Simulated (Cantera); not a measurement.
A perfectly stirred reactor is fed with 5.94 % CH4, 19.8 % O2, 74.3 % N2, equivalence ratio 0.60, at 0.230 bar; it is adiabatic with a 623 K inlet, and is followed from long to short residence time, starting on the burning branch (τ in s: 0.37, 0.096, 0.025, 0.0064, 0.0017, 0.00043, 0.00011, 2.9e-05, 7.5e-06).

Cantera simulation using GRI-Mech 3.0 (53 species, 325 reactions); the numbers are that mechanism's predictions, not measurements.

### Question
Predict: blow-out, bracketed by the residence times tried; x(CH4) at τ = 0.370 s; x(O2) at τ = 0.370 s; x(CH3) at τ = 0.370 s; x(CO) at τ = 0.370 s; x(O) at τ = 0.370 s; x(CH4) at τ = 1.70 ms; x(O2) at τ = 1.70 ms; x(CH3) at τ = 1.70 ms; x(CO) at τ = 1.70 ms; x(O) at τ = 1.70 ms.

### Answer
| Item | Value |
|---|---|
| blow-out, bracketed by the residence times tried | burning at 0.430 ms, out at 0.110 ms |
| x(CH4) at τ = 0.370 s | 4.37e-6 |
| x(O2) at τ = 0.370 s | 0.0785 |
| x(CH3) at τ = 0.370 s | 1.12e-6 |
| x(CO) at τ = 0.370 s | 0.000853 |
| x(O) at τ = 0.370 s | 0.000560 |
| x(CH4) at τ = 1.70 ms | 0.000214 |
| x(O2) at τ = 1.70 ms | 0.0826 |
| x(CH3) at τ = 1.70 ms | 2.89e-5 |
| x(CO) at τ = 1.70 ms | 0.0117 |
| x(O) at τ = 1.70 ms | 0.00683 |
